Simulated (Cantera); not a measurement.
A freely propagating, adiabatic, planar premixed flame of 36.0 % H2, 16.4 % O2, 47.6 % N2, equivalence ratio 1.1, unburnt at 598 K and 0.197 atm; unity-Lewis-number transport, grid criteria slope 0.08 and curve 0.16, no radiation.

Computed with Cantera and the H2/O2 subset of GRI-Mech 3.0, which has no nitrogen chemistry. Unity Lewis numbers drop preferential diffusion, which matters most where H2 and H carry the flame. Burning velocities carry a grid error of a few per cent, more on coarse grids.

Q: Predict: laminar burning velocity; thermal thickness; peak x(O); peak x(H2O2); peak x(HO2); peak x(H).

A: 
```
Property                     Value
------------------------  --------
laminar burning velocity  503 cm/s
thermal thickness          2.60 mm
peak x(O)                   0.0186
peak x(H2O2)               1.32e-6
peak x(HO2)                7.38e-5
peak x(H)                    0.117
```
